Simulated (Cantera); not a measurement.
**Equilibrium for oxide etching and cleaning by halides: SiO₂ + HF + H₂**

Feed: 1 mol SiO₂, 9.3 mol HF, 2.7 mol H₂, held at 13.0 Pa.

Method: chemical equilibrium by Gibbs-energy minimisation in Cantera with the NASA 1993 tables (ideal gas, pure condensed phases). Candidate condensed phases: H₂O, Si, SiO₂; 38 gas species. The tables' values for SiF₃, SiO₂, SiF₂ are old estimates; treat these amounts as uncertain. The tables hold silica as quartz up to 1696 K and as liquid above; real silica turns to tridymite and cristobalite and melts near 1996 K. The numbers say what is thermodynamically allowed, not how fast it happens.

| T (°C) | x HF | x H₂ | x H₂O | x SiF₄ | x SiO | x H | n SiO₂(α-quartz) | n SiO₂(β-quartz) | n SiO₂(condensed) |
|---|---|---|---|---|---|---|---|---|---|
| 500 | 0.522 | 0.243 | 0.157 | 0.0784 | <1e-12 | 3.92e-11 | 0.128 | 0 | 0 |
| 600 | 0.610 | 0.237 | 0.103 | 0.0513 | <1e-12 | 2.00e-9 | 0 | 0.415 | 0 |
| 700 | 0.664 | 0.233 | 0.0691 | 0.0346 | <1e-12 | 4.58e-8 | 0 | 0.599 | 0 |
| 800 | 0.697 | 0.230 | 0.0487 | 0.0243 | 1.68e-12 | 5.90e-7 | 0 | 0.715 | 0 |
| 900 | 0.717 | 0.229 | 0.0358 | 0.0179 | 4.32e-10 | 4.95e-6 | 0 | 0.789 | 0 |
| 1000 | 0.731 | 0.228 | 0.0274 | 0.0137 | 4.61e-8 | 2.99e-5 | 0 | 0.838 | 0 |
| 1100 | 0.740 | 0.227 | 0.0217 | 0.0108 | 2.47e-6 | 0.000139 | 0 | 0.871 | 0 |
| 1200 | 0.746 | 0.227 | 0.0178 | 0.00873 | 7.59e-5 | 0.000528 | 0 | 0.894 | 0 |
| 1300 | 0.751 | 0.224 | 0.0154 | 0.00670 | 0.00143 | 0.00169 | 0 | 0.899 | 0 |
| 1400 | 0.754 | 0.207 | 0.0189 | 0.00274 | 0.0126 | 0.00455 | 0 | 0.808 | 0 |
| 1500 | 0.738 | 0.169 | 0.0413 | 0.000330 | 0.0405 | 0.0103 | 0 | 0 | 0.485 |
| 1600 | 0.708 | 0.120 | 0.0749 | 3.91e-5 | 0.0759 | 0.0196 | 0 | 0 | 0 |
x: gas mole fraction; n: condensed amount in mol.

At 500 °C the condensed part is SiO₂(α-quartz). From 600 °C to 1400 °C the condensed part is SiO₂(β-quartz). At 1500 °C the condensed part is SiO₂(condensed). At 1600 °C nothing is condensed. The main Si-bearing gas is SiF₄ at 500 °C and SiO at 1600 °C. The share of Si in condensed phases is highest at 1300 °C (89.9 %) and lowest at 1600 °C (0.0 %).
